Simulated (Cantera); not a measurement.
A freely propagating, adiabatic, planar premixed flame of H2 : O2 : N2 : H2O = 1 : 0.538 : 2.02 : 0.33 (molar parts), equivalence ratio 0.93, unburnt at 550 K and 1.48 atm; mixture-averaged transport, grid criteria slope 0.08 and curve 0.16, no radiation.

Model: the H2/O2 subset of GRI-Mech 3.0, which has no nitrogen chemistry, integrated in Cantera. Burning velocities carry a grid error of a few per cent, more on coarse grids.

Question: Predict: laminar burning velocity; thermal thickness; peak x(O); peak x(H); peak x(OH).

Answer: 
```
Item                        Result
------------------------  --------
laminar burning velocity  480 cm/s
thermal thickness         0.246 mm
peak x(O)                  0.00805
peak x(H)                   0.0298
peak x(OH)                  0.0148
```
